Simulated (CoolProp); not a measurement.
Vapour-liquid equilibrium of fluoroethane (R161) (1) + R134a (2) at 6.25 °C; x and y are mole fractions of (1).

Model: multi-fluid Helmholtz-energy mixture model, Wu 2012 and Tillner-Roth 1994; pair parameters Bell 2016, in CoolProp.

Q: Give the bubble pressure and the first vapour's composition at x = 0.05, 0.35, 0.5. Is there an azeotrope?

A: x = 0.05: 370.8 kPa, y = 0.063; x = 0.35: 410.9 kPa, y = 0.421; x = 0.5: 435.0 kPa, y = 0.582. No azeotrope shows between x = 0.05 and 0.95.

The pair parameters rest on a limited set of measurements; away from them the model extrapolates.
